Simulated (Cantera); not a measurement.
## Iron carbonyl, mercury and lead vapours: PbO + H2

Input: 1 mol PbO, 0.13 mol H2, at 13.3 mbar.

These are equilibrium values from Cantera (NASA tables, ideal gas, pure condensed phases), not measurements of a reactor. Candidate condensed phases: H2O, Pb, PbO, PbO2, Pb3O4; 12 gas species. Each liquid is taken as pure. Mutual solubility and eutectic melting of coexisting phases are not modelled. Gases not in the tables: (PbO)n polymers. The numbers say what is thermodynamically allowed, not how fast it happens.

| T (°C) | x H2O | x PbO | x Pb | x O2 | x H2 | x OH | n Pb(s) | n PbO(red) | n Pb(l) | n PbO(yellow) | n PbO(l) |
|---|---|---|---|---|---|---|---|---|---|---|---|
| 275 | 1.000 | <1e-12 | 9.81e-12 | <1e-12 | 1.09e-5 | <1e-12 | 0.130 | 0.870 | 0 | 0 | 0 |
| 350 | 1.000 | <1e-12 | 1.56e-9 | <1e-12 | 2.18e-5 | <1e-12 | 0 | 0.870 | 0.130 | 0 | 0 |
| 425 | 1.000 | 1.08e-11 | 7.62e-8 | <1e-12 | 3.59e-5 | <1e-12 | 0 | 0.870 | 0.130 | 0 | 0 |
| 500 | 1.000 | 1.20e-9 | 1.73e-6 | <1e-12 | 5.49e-5 | <1e-12 | 0 | 0 | 0.130 | 0.870 | 0 |
| 575 | 1.000 | 5.69e-8 | 2.24e-5 | <1e-12 | 7.94e-5 | 1.02e-11 | 0 | 0 | 0.130 | 0.870 | 0 |
| 650 | 1.000 | 1.41e-6 | 0.000190 | <1e-12 | 0.000110 | 2.35e-10 | 0 | 0 | 0.130 | 0.870 | 0 |
| 725 | 0.999 | 2.14e-5 | 0.00116 | 2.38e-11 | 0.000146 | 3.35e-9 | 0 | 0 | 0.130 | 0.870 | 0 |
| 800 | 0.994 | 0.000218 | 0.00548 | 9.28e-10 | 0.000188 | 3.29e-8 | 0 | 0 | 0.129 | 0.870 | 0 |
| 875 | 0.977 | 0.00162 | 0.0210 | 2.21e-8 | 0.000234 | 2.37e-7 | 0 | 0 | 0.127 | 0.870 | 0 |
| 950 | 0.923 | 0.00814 | 0.0681 | 2.67e-7 | 0.000314 | 1.22e-6 | 0 | 0 | 0.120 | 0 | 0.869 |
| 1025 | 0.775 | 0.0327 | 0.192 | 2.28e-6 | 0.000372 | 4.82e-6 | 0 | 0 | 0.0978 | 0 | 0.865 |
| 1100 | 0.444 | 0.112 | 0.444 | 1.78e-5 | 0.000270 | 1.39e-5 | 0 | 0 | 0 | 0 | 0.837 |
| 1175 | 0.332 | 0.333 | 0.334 | 0.000879 | 8.93e-5 | 6.68e-5 | 0 | 0 | 0 | 0 | 0.739 |
| 1250 | 0.111 | 0.674 | 0.181 | 0.0347 | 1.32e-5 | 0.000188 | 0 | 0 | 0 | 0 | 0 |
x: gas mole fraction; n: condensed amount in mol.

At 275 °C the condensed part is Pb(s) + PbO(red). From 350 °C to 425 °C the condensed part is Pb(l) + PbO(red). From 500 °C to 875 °C the condensed part is Pb(l) + PbO(yellow). From 950 °C to 1025 °C the condensed part is Pb(l) + PbO(l). From 1100 °C to 1175 °C the condensed part is PbO(l). At 1250 °C nothing is condensed.
